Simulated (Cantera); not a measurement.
Input (Python, Cantera):

```python
import numpy as np
import cantera as ct

gas = ct.Solution("gri30.yaml")
gas.TPX = 1350, 20000, {'N2O': 1}
reactor = ct.IdealGasConstPressureReactor(gas, energy="off", clone=False)
net = ct.ReactorNet([reactor])
net.rtol, net.atol = 1e-08, 1e-18
show = ['N2O', 'NO2', 'NO', 'N2', 'O2', 'O']
times = np.geomspace(0.0004, 2, 15)

steps = ct.SolutionArray(gas, extra=["t"])
rows = []
print(f"{'t/s':>10s}{'T/K':>9s}{'P/Pa':>11s}" + "".join(f"{s:>11s}" for s in show))
for t in times:
    while net.time < t:
        t_next = net.step()
        steps.append(gas.state, t=t_next)
    rows.append([np.interp(t, steps.t, y) for y in (steps.T, steps.P, *steps(*show).X.T)])
    print(f"{t:10.3e}{rows[-1][0]:9.1f}{rows[-1][1]:11.4g}" + "".join(f"{x:11.3e}" for x in rows[-1][2:]))
rate = np.gradient(steps.T, steps.t)
print("integrator steps:", len(steps.t))
if steps.T.max() > steps.T[0] + 200:
    print(f"time of steepest temperature rise: {steps.t[rate.argmax()]:.4e} s")
gas.TPX = 1350, 20000, {'N2O': 1}
gas.equilibrate("TP")
print(f"equilibrium (TP): T = {gas.T:.1f} K  " + "  ".join(f"{s} {gas[s].X[0]:.3e}" for s in show))
```

Result:

```
       t/s      T/K       P/Pa        N2O        NO2         NO         N2         O2          O
 4.000e-04   1350.0      2e+04  9.991e-01  3.459e-09  9.986e-05  5.436e-04  2.398e-04  1.418e-05
 7.350e-04   1350.0      2e+04  9.983e-01  1.205e-08  1.875e-04  1.008e-03  4.501e-04  1.418e-05
 1.350e-03   1350.0      2e+04  9.969e-01  4.071e-08  3.482e-04  1.861e-03  8.361e-04  1.418e-05
 2.481e-03   1350.0      2e+04  9.944e-01  1.336e-07  6.427e-04  3.422e-03  1.543e-03  1.418e-05
 4.559e-03   1350.0      2e+04  9.897e-01  4.219e-07  1.181e-03  6.278e-03  2.837e-03  1.418e-05
 8.378e-03   1350.0      2e+04  9.812e-01  1.257e-06  2.161e-03  1.148e-02  5.191e-03  1.417e-05
 1.539e-02   1350.0      2e+04  9.657e-01  3.433e-06  3.930e-03  2.088e-02  9.446e-03  1.416e-05
 2.828e-02   1350.0      2e+04  9.382e-01  8.318e-06  7.082e-03  3.763e-02  1.703e-02  1.414e-05
 5.197e-02   1350.0      2e+04  8.904e-01  1.769e-05  1.256e-02  6.679e-02  3.024e-02  1.409e-05
 9.549e-02   1350.0      2e+04  8.106e-01  3.375e-05  2.166e-02  1.154e-01  5.225e-02  1.401e-05
 1.755e-01   1350.0      2e+04  6.870e-01  5.903e-05  3.571e-02  1.908e-01  8.641e-02  1.385e-05
 3.224e-01   1350.0      2e+04  5.167e-01  9.455e-05  5.487e-02  2.947e-01  1.336e-01  1.351e-05
 5.924e-01   1350.0      2e+04  3.209e-01  1.362e-04  7.638e-02  4.145e-01  1.881e-01  1.274e-05
 1.088e+00   1350.0      2e+04  1.486e-01  1.737e-04  9.409e-02  5.205e-01  2.366e-01  1.091e-05
 2.000e+00   1350.0      2e+04  4.580e-02  2.018e-04  1.026e-01  5.848e-01  2.666e-01  6.921e-06
integrator steps: 721
equilibrium (TP): T = 1350.0 K  N2O 1.680e-08  NO2 3.154e-06  NO 6.304e-04  N2 6.664e-01  O2 3.330e-01  O 5.480e-07
```

Model: GRI-Mech 3.0 (53 species, 325 reactions), integrated in Cantera. GRI-Mech 3.0 was tuned for natural gas; its chemistry of N2O as a main component is partial and can be far from experiment. The mechanism lacks the step 2 NO + O2 → 2 NO2, which can matter for NO2 below about 1400 K. The temperature is held fixed by assumption; the heat of reaction is taken as removed at once.
